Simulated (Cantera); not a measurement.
Input (Python, Cantera):

```python
import numpy as np
import cantera as ct

gas = ct.Solution("gri30.yaml")
gas.TPX = 2050, 13332, {'NO': 1, 'N2': 6.9}
reactor = ct.IdealGasConstPressureReactor(gas, energy="off", clone=False)
net = ct.ReactorNet([reactor])
net.rtol, net.atol = 1e-08, 1e-18
show = ['NO', 'N2O', 'O', 'O2', 'NO2', 'N2']
times = np.geomspace(3e-06, 2, 9)

steps = ct.SolutionArray(gas, extra=["t"])
rows = []
print(f"{'t/s':>10s}{'T/K':>9s}{'P/Pa':>11s}" + "".join(f"{s:>11s}" for s in show))
for t in times:
    while net.time < t:
        t_next = net.step()
        steps.append(gas.state, t=t_next)
    rows.append([np.interp(t, steps.t, y) for y in (steps.T, steps.P, *steps(*show).X.T)])
    print(f"{t:10.3e}{rows[-1][0]:9.1f}{rows[-1][1]:11.4g}" + "".join(f"{x:11.3e}" for x in rows[-1][2:]))
rate = np.gradient(steps.T, steps.t)
print("integrator steps:", len(steps.t))
if steps.T.max() > steps.T[0] + 200:
    print(f"time of steepest temperature rise: {steps.t[rate.argmax()]:.4e} s")
gas.TPX = 2050, 13332, {'NO': 1, 'N2': 6.9}
gas.equilibrate("TP")
print(f"equilibrium (TP): T = {gas.T:.1f} K  " + "  ".join(f"{s} {gas[s].X[0]:.3e}" for s in show))
```

It prints:

```
       t/s      T/K       P/Pa         NO        N2O          O         O2        NO2         N2
 3.000e-06   2050.0  1.333e+04  1.266e-01  1.060e-08  1.061e-08  5.145e-13  2.790e-12  8.734e-01
 1.604e-05   2050.0  1.333e+04  1.266e-01  5.650e-08  5.684e-08  1.491e-11  7.980e-11  8.734e-01
 8.572e-05   2050.0  1.333e+04  1.266e-01  2.973e-07  3.068e-07  4.246e-10  2.125e-09  8.734e-01
 4.582e-04   2050.0  1.333e+04  1.266e-01  1.463e-06  1.732e-06  1.260e-08  4.579e-08  8.734e-01
 2.449e-03   2050.0  1.333e+04  1.266e-01  5.222e-06  1.148e-05  4.397e-07  5.719e-07  8.734e-01
 1.309e-02   2050.0  1.333e+04  1.265e-01  7.613e-06  7.211e-05  1.927e-05  3.913e-06  8.734e-01
 6.999e-02   2050.0  1.333e+04  1.256e-01  7.327e-06  1.494e-04  4.115e-04  7.763e-06  8.738e-01
 3.741e-01   2050.0  1.333e+04  1.202e-01  6.612e-06  2.033e-04  3.057e-03  1.054e-05  8.765e-01
 2.000e+00   2050.0  1.333e+04  8.710e-02  3.318e-06  3.945e-04  1.951e-02  1.572e-05  8.930e-01
integrator steps: 488
equilibrium (TP): T = 2050.0 K  NO 5.132e-03  N2O 1.143e-07  O 6.587e-04  O2 6.037e-02  NO2 1.594e-06  N2 9.338e-01
```

Cantera simulation using GRI-Mech 3.0 (53 species, 325 reactions); the numbers are that mechanism's predictions, not measurements.
